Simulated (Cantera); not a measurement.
A closed system holds: 1 mol SiCl4, 73 mol N2, equilibrated at 975 K and 1.50 mbar.

Cantera equilibrium calculation (NASA polynomials, part measured and part estimated; ideal gas, pure solids and liquids). Candidate condensed phases: Si, Si3N4; 13 gas species. Rates play no part.

Question: What is the equilibrium state?

Answer: 
```json
{
  "x(N2)": "0.986",
  "x(SiCl4)": "0.0135",
  "gas_amount": "74.00 mol",
  "log10 activity of Si(s) (absent)": "-11.97"
}
```
